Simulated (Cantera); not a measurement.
A perfectly stirred reactor is fed with 8.76 % CH₄, 18.2 % O₂, 73.0 % N₂, equivalence ratio 0.96, at 3750 Torr; it is adiabatic with a 700 K inlet, and is followed from long to short residence time, starting on the burning branch (τ in s: 0.35, 0.12, 0.043, 0.015, 0.0052, 0.0018, 0.00064, 0.00022, 7.8e-05, 2.7e-05, 9.5e-06, 3.3e-06).

Model: GRI-Mech 3.0 (53 species, 325 reactions), integrated in Cantera.

Task: Predict: blow-out, bracketed by the residence times tried; x(CH₄) at τ = 0.350 s; x(O₂) at τ = 0.350 s; x(HO₂) at τ = 0.350 s; x(CH₄) at τ = 0.640 ms; x(O₂) at τ = 0.640 ms; x(C₂H₂) at τ = 0.640 ms; x(HO₂) at τ = 0.640 ms.

Result: 
| Quantity | Result |
|---|---|
| blow-out, bracketed by the residence times tried | burning at 27.0 µs, out at 9.50 µs |
| x(CH₄) at τ = 0.350 s | 1.74e-7 |
| x(O₂) at τ = 0.350 s | 0.00934 |
| x(HO₂) at τ = 0.350 s | 2.06e-6 |
| x(CH₄) at τ = 0.640 ms | 5.30e-5 |
| x(O₂) at τ = 0.640 ms | 0.0148 |
| x(C₂H₂) at τ = 0.640 ms | 6.49e-8 |
| x(HO₂) at τ = 0.640 ms | 4.85e-6 |
